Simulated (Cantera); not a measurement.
An isothermal plug-flow reactor at 875 K and 500000 Pa (inlet), inlet velocity 4.4 m/s, active area per volume 3300 1/m; feed CH₄ : O₂ : N₂ : H₂O = 0.005 : 0.12 : 0.79 : 0.012 (molar parts), equivalence ratio 0.083.

Model: Deutschmann's 1995 Pt surface mechanism with GRI-Mech 3.0 gas chemistry, integrated in Cantera. Catalytic surfaces can have several steady states; this one follows from the mechanism file's or the stated starting coverage. Mass transfer to the wall is taken as infinitely fast.

### Question
What does this change do: pressure from 500000 Pa to 1000000 Pa?

### Answer
| quantity | before | after |
|---|---|---|
| x(CH₄) at z = 0.09 m | 0.00483 | 0.00510 |
| x(O₂) at z = 0.09 m | 0.128 | 0.129 |
| x(H₂O) at z = 0.09 m | 0.0141 | 0.0135 |
| x(CO₂) at z = 0.09 m | 0.000564 | 0.000291 |
| x(CO) at z = 0.09 m | 8.86e-7 | 8.48e-7 |
| θ(free Pt) at the exit | 0.0400 | 0.0296 |
| θ(O*) at the exit | 0.956 | 0.966 |
| θ(OH*) at the exit | 0.00384 | 0.00460 |
